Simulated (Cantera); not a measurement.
Source: NASA polynomial tables (part measured, part estimated), evaluated in Cantera. Values are per mole of reaction as written; species without (g) are pure solids or liquids, kept so even where they would boil at 1 bar.

**Question.** Between 748 and 2248 K, where is each reaction favourable under standard conditions?
- 4 F(g) + Si → SiF4(g)

**Answer.** 
- 4 F(g) + Si → SiF4(g): ΔG° is -1648 kJ at 748 K and -1033 kJ at 2248 K; it stays negative (K > 1). ΔH° is -2003 kJ and ΔS° -432 J/K at 2248 K.
